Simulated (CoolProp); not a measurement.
Properties of C2F6 (R116) along the isobar 0.101 MPa (Tc = 19.9 °C, pc = 3.048 MPa, ω = 0.257).

Values from CoolProp's reference Helmholtz-energy equation of state, Lemmon 2006. It is a short technical equation, of lower accuracy than the large ones.

| T (°C) | phase | speed of sound (m/s) | Joule-Thomson coefficient (K/MPa) | isothermal compressibility (1/MPa) | expansivity (1/kK) | conductivity (mW/(m K)) |
|---|---|---|---|---|---|---|
| -7.65 | gas | 130.5 | 11.49 | 10.06 | 3.968 | 12.3 |
| 8.25 | gas | 134.4 | 9.715 | 10.03 | 3.710 | 13.5 |
| 24.25 | gas | 138.2 | 8.311 | 10.01 | 3.486 | 14.7 |
| 40.15 | gas | 141.9 | 7.197 | 9.990 | 3.291 | [?] |
| 56.15 | gas | 145.5 | 6.289 | 9.975 | 3.117 | 17.2 |
| 72.05 | gas | 148.9 | 5.547 | 9.963 | 2.963 | 18.5 |
| 88.05 | gas | 152.3 | 4.926 | 9.954 | 2.824 | 19.7 |
| 103.95 | gas | 155.6 | 4.406 | 9.946 | 2.698 | [?] |
| 119.95 | gas | 158.8 | 3.961 | 9.939 | 2.583 | [?] |
| 135.85 | gas | 162.0 | 3.581 | 9.933 | 2.478 | 23.5 |
| 151.85 | gas | 165.1 | [?] | 9.928 | 2.381 | 24.7 |

Q: Complete the blanks.

A: 
- 40.15, conductivity (mW/(m K)): 16.0
- 103.95, conductivity (mW/(m K)): 21.0
- 119.95, conductivity (mW/(m K)): 22.2
- 151.85, Joule-Thomson coefficient (K/MPa): 3.251

Thermal conductivity comes from a separate model (Huber 2003), an estimate that may be off by 10 % or more.
